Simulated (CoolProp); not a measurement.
A simple Rankine cycle with methanol: condensing at 308.15 K, boiler at 0.355 MPa, turbine inlet 413.3 K, turbine efficiency 0.8, pump efficiency 0.6, no recuperator. Each further row changes one setting.

Computed with CoolProp (reference Helmholtz-energy equation of state, de Reuck 1993).

```tsv
case	thermal efficiency (%)	net work (kJ/kg)	heat in (kJ/kg)	turbine exit temperature (K)	volume ratio over the turbine
as stated	13.3	174	1310	308.1	9.43
turbine inlet 433.3 K	13.5	183	1350	313.3	9.25
condensing temperature 300.15 K	14.8	197	1330	300.2	13.6
boiler pressure 0.248 MPa	11.6	154	1320	312.6	6.73
turbine efficiency 0.7	11.6	152	1310	310.5	9.67
```

The expansion ends wet for: as stated; condensing temperature 300.15 K.
